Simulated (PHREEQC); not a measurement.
Make-up at 90 °C: 0.054 mol HNO3 and 0.00015 mol CaCl2 per kg of water. Closed to the air; pH follows from the charge balance.

Model: ion-association model, phreeqc.dat, run in PHREEQC.

```yaml
pH: 1.35
ionic_strength: 0.0544 mol/kgw
specific_conductance: 54800 µS/cm
density: 0.967 g/cm³
total_alkalinity: -54.0 meq/kg
```

```tsv
species	molality	activity	log γ
H+	0.0540	0.0449	-0.080
NO3-	0.0540	0.0419	-0.110
Cl-	0.000300	0.000236	-0.105
Ca+2	0.000150	6.22e-5	-0.382
```

No solid was allowed to form. Complexes and solids missing from the database can't appear. Constants without temperature data keep their 25 °C values here.
